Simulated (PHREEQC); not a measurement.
**Acid rinse or clean (model solution)**

A solution holds 0.0021 mol HF per kg of water, at 25 °C and 10 atm. Closed to the air; pH follows from the charge balance.

The numbers come from PHREEQC with the ion-association model, phreeqc.dat.

- pH: 3.05
- ionic strength: 0.000920 mol/kgw
- specific conductance: 363 µS/cm
- total alkalinity: -2.10 meq/kg

```
species  molality  activity   log γ
-------  --------  --------  ------
HF        0.00118   0.00118   0.000
H+       0.000920  0.000891  -0.014
F-       0.000916  0.000885  -0.015
HF2-      4.12e-6   3.98e-6  -0.015
```

Precipitation was switched off in this run.
